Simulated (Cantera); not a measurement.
A perfectly stirred reactor is fed with 3.80 % CH4, 5.69 % H2, 18.0 % O2, 67.6 % N2, 4.94 % H2O, equivalence ratio 0.58, at 6.10 bar; it is adiabatic with a 625 K inlet, and is followed from long to short residence time, starting on the burning branch (τ in s: 0.042, 0.019, 0.0087, 0.0039, 0.0018, 0.00081, 0.00037, 0.00017, 7.6e-05, 3.4e-05).

Detailed kinetics in Cantera: GRI-Mech 3.0 (53 species, 325 reactions).

One state of this run: T (K) = 1808; x CH4 = 0.000244; x H2 = 0.00155; x O2 = 0.0800; x NO = 5.46e-6; x HCO = 9.55e-7; x HCN = 6.38e-8. x: mole fraction; the columns are a selection and need not sum to one.

Q: Which value of τ (s) does it belong to?
(A) 0.0039
(B) 0.042
(C) 0.00017
(D) 7.6e-5

A: C, 0.00017
